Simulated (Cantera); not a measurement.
A perfectly stirred reactor is fed with 62.5 % NO, 37.5 % N₂, at 0.460 bar; it is held at 1923 K, and followed from long to short residence time.

Cantera simulation using GRI-Mech 3.0 (53 species, 325 reactions); the numbers are that mechanism's predictions, not measurements.

Question: Predict: x(NO) at τ = 1.10 s; x(O) at τ = 1.10 s; x(N₂) at τ = 1.10 s; x(N₂O) at τ = 1.10 s; x(O₂) at τ = 1.10 s; x(NO) at τ = 14.0 ms; x(O) at τ = 14.0 ms; x(N₂) at τ = 14.0 ms; x(N₂O) at τ = 14.0 ms; x(O₂) at τ = 14.0 ms.

Answer: 
```
Item                     Result
---------------------  --------
x(NO) at τ = 1.10 s       0.432
x(O) at τ = 1.10 s     0.000175
x(N₂) at τ = 1.10 s       0.471
x(N₂O) at τ = 1.10 s    7.60e-5
x(O₂) at τ = 1.10 s      0.0962
x(NO) at τ = 14.0 ms      0.621
x(O) at τ = 14.0 ms     5.83e-5
x(N₂) at τ = 14.0 ms      0.377
x(N₂O) at τ = 14.0 ms  0.000153
x(O₂) at τ = 14.0 ms    0.00164
```
